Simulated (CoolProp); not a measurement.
Properties of R123 along the isotherm 500 K.

The numbers come from the reference Helmholtz-energy equation of state, Younglove 1994 in CoolProp. It is a modified Benedict-Webb-Rubin equation, recast in Helmholtz form.

```
p (MPa)          phase  density (kg/m³)  viscosity (µPa s)
-------  -------------  ---------------  -----------------
2.03               gas            88.01               18.1
4.07     supercritical            227.8               22.7
6.1      supercritical            516.0               41.5
8.14     supercritical            748.8               65.4
10.2     supercritical            848.5               79.2
12.2     supercritical            907.1               88.9
14.2     supercritical            949.6               96.9
16.3     supercritical            984.7                104
18.3     supercritical             1012                111
```

Viscosity comes from a separate model (Tanaka 1996).
